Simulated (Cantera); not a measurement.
Input: 1 mol SiCl4, 0.88 mol Cl2, 4.4 mol H2, equilibrated at 1348 K and 0.350 bar.

Method: chemical equilibrium by Gibbs-energy minimisation in Cantera with the NASA 1993 tables (ideal gas, pure condensed phases). Candidate condensed phases: Si; 19 gas species. The tables' values for SiCl3 are old estimates; treat these amounts as uncertain. Kinetics and transport are ignored.

Base state: H2 0.527, HCl 0.315, SiCl4 0.125, SiCl3 0.0131, SiHCl3 0.0119, SiCl2 0.00683, SiH2Cl2 0.000164 (mole fractions); condensed: gas only.

**Question.** What changes in the equilibrium state with this change: SiCl4 replaced by Si?

**Answer.** 
```
species       before    after
----------  --------  -------
H2             0.527    0.822
HCl            0.315   0.0920
SiCl4          0.125   0.0289
SiCl2        0.00683   0.0289
SiHCl3        0.0119   0.0147
SiCl3         0.0131   0.0129
SiH3Cl       6.46e-7  2.27e-5
SiH2Cl2     0.000164  0.00108
Si(s), mol         0    0.566
```
